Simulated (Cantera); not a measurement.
Cantera run, input and output.

```python
import numpy as np
import cantera as ct

gas = ct.Solution("gri30.yaml")
gas.TPX = 2198, 54000, {'NO': 1, 'N2': 0.58}
reactor = ct.IdealGasConstPressureReactor(gas, energy="off", clone=False)
net = ct.ReactorNet([reactor])
net.rtol, net.atol = 1e-08, 1e-18
show = ['NO', 'NO2', 'N2O', 'O2', 'N2', 'O']
times = np.geomspace(0.0008, 6, 10)

steps = ct.SolutionArray(gas, extra=["t"])
rows = []
print(f"{'t/s':>10s}{'T/K':>9s}{'P/Pa':>11s}" + "".join(f"{s:>11s}" for s in show))
for t in times:
    while net.time < t:
        t_next = net.step()
        steps.append(gas.state, t=t_next)
    rows.append([np.interp(t, steps.t, y) for y in (steps.T, steps.P, *steps(*show).X.T)])
    print(f"{t:10.3e}{rows[-1][0]:9.1f}{rows[-1][1]:11.4g}" + "".join(f"{x:11.3e}" for x in rows[-1][2:]))
rate = np.gradient(steps.T, steps.t)
print("integrator steps:", len(steps.t))
if steps.T.max() > steps.T[0] + 200:
    print(f"time of steepest temperature rise: {steps.t[rate.argmax()]:.4e} s")
gas.TPX = 2198, 54000, {'NO': 1, 'N2': 0.58}
gas.equilibrate("TP")
print(f"equilibrium (TP): T = {gas.T:.1f} K  " + "  ".join(f"{s} {gas[s].X[0]:.3e}" for s in show))
```

Result:

```
       t/s      T/K       P/Pa         NO        NO2        N2O         O2         N2          O
 8.000e-04   2198.0    5.4e+04  6.307e-01  1.400e-04  1.948e-04  6.161e-04  3.679e-01  4.677e-04
 2.156e-03   2198.0    5.4e+04  6.266e-01  1.548e-04  1.943e-04  2.602e-03  3.699e-01  5.152e-04
 5.811e-03   2198.0    5.4e+04  6.155e-01  1.753e-04  1.854e-04  8.096e-03  3.754e-01  5.807e-04
 1.566e-02   2198.0    5.4e+04  5.848e-01  2.173e-04  1.634e-04  2.331e-02  3.907e-01  7.308e-04
 4.220e-02   2198.0    5.4e+04  5.020e-01  2.739e-04  1.150e-04  6.452e-02  4.321e-01  1.030e-03
 1.137e-01   2198.0    5.4e+04  3.164e-01  2.586e-04  4.290e-05  1.570e-01  5.248e-01  1.493e-03
 3.065e-01   2198.0    5.4e+04  9.718e-02  1.027e-04  4.204e-06  2.665e-01  6.343e-01  1.898e-03
 8.261e-01   2198.0    5.4e+04  2.129e-02  2.402e-05  6.314e-07  3.045e-01  6.722e-01  2.018e-03
 2.226e+00   2198.0    5.4e+04  1.420e-02  1.611e-05  5.363e-07  3.080e-01  6.757e-01  2.028e-03
 6.000e+00   2198.0    5.4e+04  1.415e-02  1.605e-05  5.357e-07  3.080e-01  6.758e-01  2.028e-03
integrator steps: 934
equilibrium (TP): T = 2198.0 K  NO 1.415e-02  NO2 1.605e-05  N2O 5.357e-07  O2 3.080e-01  N2 6.758e-01  O 2.028e-03
```

Model: GRI-Mech 3.0 (53 species, 325 reactions), integrated in Cantera.
